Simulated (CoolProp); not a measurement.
Model: reference Helmholtz-energy equation of state, Schmidt 1985, in CoolProp.

Question: For oxygen, give the phase and the cp (kJ/(kg K)), cv (kJ/(kg K)), speed of sound (m/s), Joule-Thomson coefficient (K/MPa) at 141.1 K and 0.229 MPa; 141.1 K and 2.29 MPa.

Answer: 
- 141.1 K and 0.229 MPa: gas; cp 0.938, cv 0.657, speed of sound 224, Joule-Thomson coefficient 10.2
- 141.1 K and 2.29 MPa: gas; cp 1.54, cv 0.764, speed of sound 197, Joule-Thomson coefficient 10.9
